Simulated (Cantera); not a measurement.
Feed: 1 mol NF₃, 0.072 mol H₂O, a varied amount of N₂, held at 1348.15 K and 133 Pa.

Cantera equilibrium calculation (NASA polynomials, part measured and part estimated; ideal gas, pure solids and liquids). Candidate condensed phases: H₂O; 40 gas species. Kinetics and transport are ignored.

x: gas mole fraction; nothing condenses.

```
n(N₂) (mol)   x N₂     x F     x HF  x O₂
-----------  -----  ------  -------  ----
0.7          0.283   0.674   0.0340   [?]
1.1          0.345   0.616   0.0311   [?]
1.8          0.431   0.535   0.0270   [?]
2.8          0.521   0.451   0.0227   [?]
4.5          0.622   0.355   0.0179   [?]
7.1          0.715   0.268   0.0135   [?]
11           0.791   0.196  0.00991   [?]
18           0.859   0.133  0.00669   [?]
29           0.907  0.0878  0.00443   [?]
```

**Question.** Some entries are withheld; supply them.

**Answer.** 
- 0.7, x O₂: 0.00847
- 1.1, x O₂: 0.00773
- 1.8, x O₂: 0.00671
- 2.8, x O₂: 0.00565
- 4.5, x O₂: 0.00445
- 7.1, x O₂: 0.00335
- 11, x O₂: 0.00245
- 18, x O₂: 0.00165
- 29, x O₂: 0.00109
